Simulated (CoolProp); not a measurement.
Vapour-liquid equilibrium of R22 (1) + R152A (2) at 221.4 K; x and y are mole fractions of (1).

Values from CoolProp's multi-fluid Helmholtz-energy mixture model, Kamei 1995 and Outcalt 1996; pair parameters Bell 2016.

```tsv
x	bubble pressure (MPa)	y at the bubble point	dew pressure at overall composition x (MPa)	liquid density (mol/L)
0.05	0.02606	0.096	0.02544	16.18
0.15	0.02868	0.265	0.02684	16.23
0.25	0.03148	0.411	0.02843	16.28
0.35	0.03448	0.537	0.03024	16.33
0.45	0.03771	0.646	0.03234	16.38
0.55	0.04118	0.740	0.03482	16.44
0.65	0.04488	___	0.03783	___
0.75	0.04878	0.885	0.04160	16.54
0.85	0.05281	0.939	0.04658	___
0.95	0.05690	0.982	0.05376	16.64
```

Task: Complete the blanks.

Result: 
- 0.65, y at the bubble point: 0.819
- 0.65, liquid density (mol/L): 16.49
- 0.85, liquid density (mol/L): 16.59

No azeotrope shows between x = 0.05 and 0.95.

The pair parameters rest on a limited set of measurements; away from them the model extrapolates.
